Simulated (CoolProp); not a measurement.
R1336mzz(E) along the isotherm 410 K: density (kg/m³) from the reference equation and from simpler models built on Tc = 403.5 K, pc = 2.779 MPa, ω = 0.413; each cubic takes its own stable root.

The numbers come from the reference Helmholtz-energy equation of state, Akasaka 2023 in CoolProp.

| p (MPa) | phase | reference | van der Waals | Soave-Redlich-Kwong | Peng-Robinson |
|---|---|---|---|---|---|
| 0.713 | gas | 37.79 | (withheld) | 37.59 | (withheld) |
| 1.43 | gas | 85.73 | 83.01 | 84.68 | (withheld) |
| 2.14 | gas | 152.4 | 144.8 | 149.1 | 154.7 |
| 2.85 | supercritical | 285.6 | 276.0 | 271.3 | 287.5 |
| 3.56 | supercritical | 738.9 | 521.5 | 573.1 | (withheld) |
| 4.28 | supercritical | (withheld) | 570.4 | 658.4 | 725.6 |
| 4.99 | supercritical | 873.6 | 600.8 | 708.2 | 782.9 |
| 5.7 | supercritical | 905.6 | 623.5 | 744.9 | 825.0 |

### Question
Some entries are withheld; supply them.

### Answer

- 0.713, van der Waals: 37.23
- 0.713, Peng-Robinson: 37.98
- 1.43, Peng-Robinson: 86.60
- 3.56, Peng-Robinson: 626.6
- 4.28, reference: 828.1
